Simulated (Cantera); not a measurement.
An adiabatic, constant-pressure homogeneous reactor starts with H₂ : O₂ : N₂ : H₂O = 1 : 0.658 : 6.58 : 1.2 (molar parts), at 1775 K and 0.720 atm. Integrator tolerance rtol = 1e-08.

Computed with Cantera and the H2/O2 subset of GRI-Mech 3.0, which has no nitrogen chemistry.

```csv
quantity,before,after
time of steepest temperature rise,19.9 µs,19.8 µs
temperature at 0.900 s,2379 K,2471 K
equilibrium temperature,2379 K,2471 K
x(H₂) at 0.900 s,0.00649 (gas-phase equilibrium 0.00649),0.00878 (gas-phase equilibrium 0.00878)
x(O₂) at 0.900 s,0.0183 (gas-phase equilibrium 0.0183),0.0188 (gas-phase equilibrium 0.0188)
x(H₂O) at 0.900 s,0.233 (gas-phase equilibrium 0.233),0.228 (gas-phase equilibrium 0.228)
x(H₂O₂) at 0.900 s,1.44e-7 (gas-phase equilibrium 1.44e-7),2.04e-7 (gas-phase equilibrium 2.04e-7)
x(HO₂) at 0.900 s,2.32e-6 (gas-phase equilibrium 2.32e-6),3.25e-6 (gas-phase equilibrium 3.25e-6)
x(OH) at 0.900 s,0.00873 (gas-phase equilibrium 0.00873),0.0110 (gas-phase equilibrium 0.0110)
x(O) at 0.900 s,0.00123 (gas-phase equilibrium 0.00123),0.00175 (gas-phase equilibrium 0.00175)
```

Question: Which change was made?
(A) initial temperature 1775 to 1798 K
(B) constant volume in place of constant pressure
(C) pressure from 0.720 atm to 19.7 atm
(D) pressure from 0.720 atm to 0.355 atm

Answer: B, constant volume in place of constant pressure
